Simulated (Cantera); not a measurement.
An isothermal, constant-pressure homogeneous reactor starts with NH3 : N2 = 1 : 0.37 (molar parts), at 1498 K and 21.8 Torr.

Model: the gas-phase N/H chemistry of the illustrative SiF4/NH3 mechanism in the Surface Chemkin manual (1991), integrated in Cantera. Walls and surfaces, which speed up NH3 decomposition in real reactors, are not modelled.

x: mole fraction; the columns are a selection and need not sum to one.

| t (s) | x NH3 | x H2 | x NH | x N2H2 | x N2 |
|---|---|---|---|---|---|
| 2.00e-6 | 0.730 | 3.64e-11 | <1e-12 | <1e-12 | 0.270 |
| 7.61e-6 | 0.730 | 4.18e-10 | <1e-12 | <1e-12 | 0.270 |
| 2.90e-5 | 0.730 | 3.15e-9 | <1e-12 | <1e-12 | 0.270 |
| 0.000110 | 0.730 | 1.48e-8 | <1e-12 | <1e-12 | 0.270 |
| 0.000419 | 0.730 | 5.93e-8 | <1e-12 | <1e-12 | 0.270 |
| 0.00159 | 0.730 | … | 4.83e-12 | 1.01e-11 | 0.270 |
| 0.00607 | 0.730 | 8.75e-7 | 1.23e-10 | 3.25e-10 | 0.270 |
| 0.0231 | 0.730 | … | … | … | 0.270 |
| 0.0878 | 0.730 | 1.97e-5 | 2.60e-8 | 1.03e-7 | 0.270 |
| 0.334 | 0.729 | 0.000339 | 1.33e-7 | 7.85e-7 | 0.270 |
| 1.27 | 0.727 | 0.00257 | 1.60e-7 | 9.18e-7 | 0.270 |
| 4.84 | 0.717 | 0.0111 | 1.87e-7 | 8.92e-7 | 0.272 |
| 18.4 | 0.682 | 0.0414 | 2.23e-7 | 8.00e-7 | 0.276 |
| 70.0 | 0.575 | 0.135 | 2.30e-7 | 5.63e-7 | 0.291 |

### Question
What belongs in the gaps?

### Answer

- 0.00159, x H2: 2.29e-7
- 0.0231, x H2: 3.44e-6
- 0.0231, x NH: 2.18e-9
- 0.0231, x N2H2: 6.51e-9
